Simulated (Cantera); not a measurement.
## Ignition delay

Mixture: 6.26 % C3H8, 14.9 % O2, 78.8 % N2, equivalence ratio 2.1, at 690000 Pa, adiabatic and at constant pressure. Ignition delay is the time to a rise of 400 K.

Model: GRI-Mech 3.0 (53 species, 325 reactions), integrated in Cantera. GRI-Mech 3.0 was tuned for natural gas; its chemistry of propane as a main component is partial and can be far from experiment.

```json
[
 {"T0 (K)": "1175", "delay (ms)": "4.66"},
 {"T0 (K)": "1275", "delay (ms)": "0.741"},
 {"T0 (K)": "1375", "delay (ms)": "0.155"},
 {"T0 (K)": "1475", "delay (ms)": "0.0442"},
 {"T0 (K)": "1575", "delay (ms)": "0.0167"},
 {"T0 (K)": "1675", "delay (ms)": "0.00794"}
]
```

```json
{
 "apparent activation energy between 1475 and 1675 K": "180 kJ/mol"
}
```
